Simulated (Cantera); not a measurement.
An isothermal, constant-pressure homogeneous reactor starts with C₂H₆ : N₂ = 1 : 11 (molar parts), at 1100 K and 0.132 atm.

Model: GRI-Mech 3.0 (53 species, 325 reactions), integrated in Cantera. GRI-Mech 3.0 stops at C3 and has no aromatics, soot or wall deposition, so with more carbon than oxygen in the feed, carbon stays in small species such as C2H2 where larger ones or solid carbon would form.

Predict: x(C₂H₆) at 10.0 s; x(H) at 10.0 s; x(C₂H₂) at 10.0 s; x(CH₄) at 10.0 s; x(CH₃) at 10.0 s.


- x(C₂H₆) at 10.0 s = 0.000320 (gas-phase equilibrium 3.07e-5)
- x(H) at 10.0 s = 2.72e-7 (gas-phase equilibrium 1.60e-8)
- x(C₂H₂) at 10.0 s = 0.0213 (gas-phase equilibrium 0.0182)
- x(CH₄) at 10.0 s = 0.00865 (gas-phase equilibrium 0.0628)
- x(CH₃) at 10.0 s = 5.07e-7 (gas-phase equilibrium 3.64e-7)
